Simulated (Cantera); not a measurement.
Reactions in the system H-N-O-Ti

Standard-state values (1 bar) from the NASA 1993 polynomials, evaluated with Cantera. Values are per mole of reaction as written; species without (g) are pure solids or liquids, kept so even where they would boil at 1 bar.

3 Ti2O3 + 2 NO(g) ⇌ N2O(g) + 2 Ti3O5

| T (K) | ΔH° (kJ) | ΔS° (J/K) | ΔG° (kJ) | log10 K |
|---|---|---|---|---|
| 1225 | -463.4 | -164.1 | -262.3 | 11.19 |
| 1275 | -464.1 | -164.7 | -254.1 | 10.41 |
| 1325 | -464.7 | -165.2 | -245.9 | 9.69 |
| 1375 | -465.1 | -165.5 | -237.6 | 9.03 |
| 1425 | -465.3 | -165.6 | -229.3 | 8.41 |
| 1475 | -465.3 | -165.6 | -221.0 | 7.83 |

3 H2O(g) + 3 Ti3O5 + N2(g) ⇌ 2 NH3(g) + 9 TiO2

| T (K) | ΔH° (kJ) | ΔS° (J/K) | ΔG° (kJ) | log10 K |
|---|---|---|---|---|
| 1225 | -533.1 | -404.6 | -37.5 | 1.60 |
| 1275 | -534.3 | -405.5 | -17.2 | 0.71 |
| 1325 | -535.7 | -406.7 | 3.1 | -0.12 |
| 1375 | -537.5 | -407.9 | 23.5 | -0.89 |
| 1425 | -539.5 | -409.4 | 43.9 | -1.61 |
| 1475 | -541.8 | -411.0 | 64.4 | -2.28 |
